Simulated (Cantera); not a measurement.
Input: 1 mol SiH2Cl2, 10 mol H2, 0.078 mol CH4, equilibrated at 1798.15 K and 1330 Pa.

Method: chemical equilibrium by Gibbs-energy minimisation in Cantera with the NASA 1993 tables (ideal gas, pure condensed phases). Candidate condensed phases: C, C6H6, C7H8, C8H18, Si, SiC; 109 gas species. Mutual solubility and eutectic melting of coexisting phases are not modelled. The tables' values for SiCl, SiCl3 are old estimates; treat these amounts as uncertain. Gases not in the tables: Si2H6 and higher silanes. Equilibrium is a limit: real reactors are often held back by kinetics, nucleation or transport.

Base state: H2 0.866, HCl 0.0965, SiCl2 0.0333, H 0.00284, SiCl 0.000243, Cl 0.000242, Si 0.000232, SiCl3 0.000203 (mole fractions); condensed: Si(l) + SiC(s).

What changes in the equilibrium state with this change: 1.2 mol HCl added?


```csv
species,before,after
H2,0.866,0.816
HCl,0.0965,0.123
SiCl2,0.0333,0.0572
SiCl3,0.000203,0.000457
Cl,0.000242,0.000318
SiCl,0.000243,0.000318
SiH2,2.56e-5,2.41e-5
"Si(l), mol",0.507,0.142
"SiC(s), mol",0.0780,0.0780
```
The tables' values for SiCl3, SiCl are old estimates; treat these amounts as uncertain.
